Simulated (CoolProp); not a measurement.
Vapour-liquid equilibrium of CH2F2 (R32) (1) + R1234yf (2) at 1.85 MPa; x and y are mole fractions of (1).

The numbers come from the multi-fluid Helmholtz-energy mixture model, Tillner-Roth 1997 and Lemmon 2022; pair parameters Bell 2023 in CoolProp.

### Question
Give the bubble temperature and the first vapour's composition at x = 0.05, 0.5, 0.8. Is there an azeotrope?

### Answer
x = 0.05: 61.8 °C, y = 0.093; x = 0.5: 39.0 °C, y = 0.656; x = 0.8: 31.5 °C, y = 0.861. No azeotrope shows between x = 0.05 and 0.95.

Pair parameters are fitted to limited data, so mixtures are less certain than the pure fluids.
